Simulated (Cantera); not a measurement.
A perfectly stirred reactor is fed with 73.5 % CH4, 26.5 % CO2, at 100.0 Torr; it is held at 2050 K, and followed from long to short residence time.

Model: GRI-Mech 3.0 (53 species, 325 reactions), integrated in Cantera. GRI-Mech 3.0 stops at C3 and has no aromatics, soot or wall deposition, so with more carbon than oxygen in the feed, carbon stays in small species such as C2H2 where larger ones or solid carbon would form.

Problem. Predict: x(CH4) at τ = 5.10 s; x(CO2) at τ = 5.10 s; x(H2O) at τ = 5.10 s; x(CH2CO) at τ = 5.10 s; x(O) at τ = 5.10 s; x(CH4) at τ = 0.100 s; x(CO2) at τ = 0.100 s; x(H2O) at τ = 0.100 s; x(CH2CO) at τ = 0.100 s; x(O) at τ = 0.100 s.

Solution. 
| Quantity | Result |
|---|---|
| x(CH4) at τ = 5.10 s | 0.00159 |
| x(CO2) at τ = 5.10 s | 8.99e-5 |
| x(H2O) at τ = 5.10 s | 0.000722 |
| x(CH2CO) at τ = 5.10 s | 8.38e-7 |
| x(O) at τ = 5.10 s | 1.46e-9 |
| x(CH4) at τ = 0.100 s | 0.0135 |
| x(CO2) at τ = 0.100 s | 0.00412 |
| x(H2O) at τ = 0.100 s | 0.0289 |
| x(CH2CO) at τ = 0.100 s | 2.56e-5 |
| x(O) at τ = 0.100 s | 3.63e-8 |
